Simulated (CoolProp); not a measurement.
Values from CoolProp's reference Helmholtz-energy equation of state, Lemmon 2006. It is a short technical equation, of lower accuracy than the large ones.

**Question.** Give the vapour pressure (bar), liquid density (kg/m³), vapour density (kg/m³), liquid cp (kJ/(kg K)) of saturated carbonyl sulfide at 31.95 °C.

**Answer.** 
```json
[
 {"T (°C)": "31.95", "p (bar)": "15.2", "liquid density (kg/m³)": "970", "vapour density (kg/m³)": "44.1", "liquid cp (kJ/(kg K))": "1.41"}
]
```
